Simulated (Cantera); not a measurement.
**HBr + O₂ + H₂O (abatement and gas-phase synthesis)**

Charge: 1 mol HBr, 0.93 mol O₂, 0.00031 mol H₂O, held at 60.0 bar.

Cantera equilibrium calculation (NASA polynomials, part measured and part estimated; ideal gas, pure solids and liquids). Candidate condensed phases: Br₂, H₂O; 12 gas species. The ideal-gas law is rough above about 30 bar. Rates play no part.

```json
[
 {"T (K)": "623", "log p O₂": "1.39", "log p Br": "-4.70", "log p H₂O": "1.25", "log p Br₂": "1.25", "log p HBr": "-3.15", "log p OH": "<-10"},
 {"T (K)": "823", "log p O₂": "1.39", "log p Br": "-2.71", "log p H₂O": "1.25", "log p Br₂": "1.25", "log p HBr": "-1.73", "log p OH": "-7.12"},
 {"T (K)": "1023", "log p O₂": "1.39", "log p Br": "-1.50", "log p H₂O": "1.25", "log p Br₂": "1.25", "log p HBr": "-0.87", "log p OH": "-5.11"},
 {"T (K)": "1223", "log p O₂": "1.39", "log p Br": "-0.68", "log p H₂O": "1.24", "log p Br₂": "1.24", "log p HBr": "-0.29", "log p OH": "-3.75"},
 {"T (K)": "1423", "log p O₂": "1.39", "log p Br": "-0.10", "log p H₂O": "1.23", "log p Br₂": "1.22", "log p HBr": "0.11", "log p OH": "-2.78"},
 {"T (K)": "1623", "log p O₂": "1.38", "log p Br": "0.33", "log p H₂O": "1.21", "log p Br₂": "1.18", "log p HBr": "0.40", "log p OH": "-2.06"},
 {"T (K)": "1823", "log p O₂": "1.38", "log p Br": "0.64", "log p H₂O": "1.17", "log p Br₂": "1.10", "log p HBr": "0.60", "log p OH": "-1.50"},
 {"T (K)": "2023", "log p O₂": "1.37", "log p Br": "0.88", "log p H₂O": "1.13", "log p Br₂": "1.00", "log p HBr": "0.73", "log p OH": "-1.06"},
 {"T (K)": "2223", "log p O₂": "1.36", "log p Br": "1.04", "log p H₂O": "1.10", "log p Br₂": "0.85", "log p HBr": "0.80", "log p OH": "-0.71"},
 {"T (K)": "2423", "log p O₂": "1.35", "log p Br": "1.15", "log p H₂O": "1.06", "log p Br₂": "0.67", "log p HBr": "0.84", "log p OH": "-0.41"},
 {"T (K)": "2623", "log p O₂": "1.34", "log p Br": "1.22", "log p H₂O": "1.04", "log p Br₂": "0.48", "log p HBr": "0.85", "log p OH": "-0.16"},
 {"T (K)": "2823", "log p O₂": "1.32", "log p Br": "1.26", "log p H₂O": "1.02", "log p Br₂": "0.28", "log p HBr": "0.84", "log p OH": "0.06"}
]
```
log p: log10 of the partial pressure in bar; nothing condenses.

From 623 K to 2823 K nothing is condensed.
